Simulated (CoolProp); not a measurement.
Vapour-liquid equilibrium of diethyl ether (1) + acetone (2) at 0.134 MPa; x and y are mole fractions of (1).

Values from CoolProp's multi-fluid Helmholtz-energy mixture model, Thol 2014 and Lemmon 2006; pair parameters Bell 2016.

```csv
x,bubble temperature (K),y at the bubble point,dew temperature at overall composition x (K),liquid density (mol/L)
0.05,334.9,?,336.6,12.52
0.15,?,0.325,334.4,?
0.25,?,0.469,332.0,11.73
0.35,323.3,?,329.5,11.35
0.45,321.0,0.655,326.8,10.98
0.55,319.2,0.718,324.0,?
0.65,317.9,0.772,321.1,10.29
0.75,316.9,0.825,318.4,9.970
0.85,316.2,0.882,316.5,9.675
0.95,315.8,0.954,315.8,9.400
```

Problem. What belongs in the gaps?

Solution. 
- 0.05, y at the bubble point: 0.125
- 0.15, bubble temperature (K): 330.1
- 0.15, liquid density (mol/L): 12.12
- 0.25, bubble temperature (K): 326.3
- 0.35, y at the bubble point: 0.575
- 0.55, liquid density (mol/L): 10.62

No azeotrope shows between x = 0.05 and 0.95.

Pair parameters are fitted to limited data, so mixtures are less certain than the pure fluids.
